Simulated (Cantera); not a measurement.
Feed: 1 mol Ca(OH)2, 0.84 mol H2O, 0.026 mol H2, at 1748 K and 0.278 Torr.

Cantera equilibrium calculation (NASA polynomials, part measured and part estimated; ideal gas, pure solids and liquids). Candidate condensed phases: Ca, CaO, Ca(OH)2, H2O; 14 gas species. The numbers say what is thermodynamically allowed, not how fast it happens.

Base state: H2O 0.965, H2 0.0244, O2 0.00453, OH 0.00428, H 0.00185, O 0.000257, Ca(OH)2 1.03e-5 (mole fractions); condensed: CaO(s).

Problem. What changes in the equilibrium state with this change: temperature from 1748 K to 600 K?

Solution. 
```csv
species,before,after
H2O,0.965,0.986
H2,0.0244,0.0139
O2,0.00453,<1e-9
Ca(OH)2,1.03e-5,<1e-9
OH,0.00428,<1e-9
H,0.00185,<1e-9
"CaO(s), mol",1.000,1.00
```

Problem. What changes in the equilibrium state with this change: temperature from 1748 K to 573 K?

Solution. 
| species | before | after |
|---|---|---|
| H2O | 0.965 | 0.986 |
| H2 | 0.0244 | 0.0139 |
| O2 | 0.00453 | <1e-9 |
| Ca(OH)2 | 1.03e-5 | <1e-9 |
| OH | 0.00428 | <1e-9 |
| H | 0.00185 | <1e-9 |
| CaO(s), mol | 1.000 | 1.00 |
